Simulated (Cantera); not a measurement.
Stirred combustor or abatement burner

A perfectly stirred reactor is fed with 2.54 % CH₄, 2.47 % C₂H₆, 2.31 % C₃H₈, 19.5 % O₂, 73.2 % N₂, equivalence ratio 1.3, at 3750 Torr; it is adiabatic with a 398 K inlet, and is followed from long to short residence time, starting on the burning branch (τ in s: 0.032, 0.017, 0.009, 0.0048, 0.0025, 0.0013, 0.0007, 0.00037, 0.0002, 0.0001, 5.5e-05, 2.9e-05).

Computed with Cantera and GRI-Mech 3.0 (53 species, 325 reactions). GRI-Mech 3.0 was tuned for natural gas; its chemistry of propane as a main component is partial and can be far from experiment.

```tsv
τ (s)	T (K)	x CH₄	x C₂H₆	x C₃H₈	x CO₂	x H₂
0.032	2171	4.94e-5	1.97e-7	1.51e-7	0.0611	0.0359
0.017	2169	6.36e-5	3.51e-7	2.63e-7	0.0611	0.0358
0.0090	2166	7.93e-5	6.16e-7	4.51e-7	0.0610	0.0358
0.0048	2162	9.68e-5	1.06e-6	7.61e-7	0.0609	0.0357
0.0025	2156	0.000119	1.86e-6	1.29e-6	0.0607	0.0356
0.0013	2148	0.000152	3.25e-6	2.21e-6	0.0604	0.0354
0.00070	2138	0.000200	5.57e-6	3.70e-6	0.0599	0.0353
0.00037	2124	0.000282	9.93e-6	6.45e-6	0.0589	0.0350
0.00020	2104	0.000426	1.82e-5	1.15e-5	0.0574	0.0347
0.00010	2065	0.000782	4.06e-5	2.47e-5	0.0538	0.0341
5.5e-5	1941	0.00240	0.000161	8.56e-5	0.0429	0.0329
2.9e-5	398	0.0254	0.0247	0.0231	<1e-12	<1e-12
```
x: mole fraction; the columns are a selection and need not sum to one.
